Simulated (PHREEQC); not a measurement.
Spent oxide etchant (model solution)

A solution holds 0.0078 mol HF, 0.00039 mol (NH4)2SiF6, 0.00029 mol H3PO4 and 0.009 mol H2SO4 per kg of water, at 70 °C. Closed to the air; pH follows from the charge balance.

The numbers come from PHREEQC with the ion-association model, phreeqc.dat.

| Quantity | Result |
|---|---|
| pH | 1.98 |
| ionic strength | 0.0154 mol/kgw |
| specific conductance | 9810 µS/cm |
| total alkalinity | -27.7 meq/kg |

| species | molality | activity | log γ |
|---|---|---|---|
| H+ | 0.0117 | 0.0104 | -0.050 |
| HF | 0.00941 | 0.00945 | 0.002 |
| HSO4- | 0.00609 | 0.00532 | -0.059 |
| SO4-2 | 0.00289 | 0.00170 | -0.230 |
| NH4+ | 0.000763 | 0.000661 | -0.063 |
| H4SiO4 | 0.000321 | 0.000322 | 0.002 |
| F- | 0.000290 | 0.000253 | -0.060 |
| H3PO4 | 0.000197 | 0.000198 | 0.002 |
| H2PO4- | 9.26e-5 | 8.13e-5 | -0.056 |
| SiF6-2 | 6.87e-5 | 4.05e-5 | -0.229 |
| NH4SO4- | 1.66e-5 | 1.45e-5 | -0.059 |
| HF2- | 1.20e-5 | 1.04e-5 | -0.059 |

No solid was allowed to form. Species that the database lacks are ignored. At this temperature some constants are extrapolated from 25 °C, and those without enthalpy data are left unchanged. SiF6-2 is the database's only silicon fluoride.
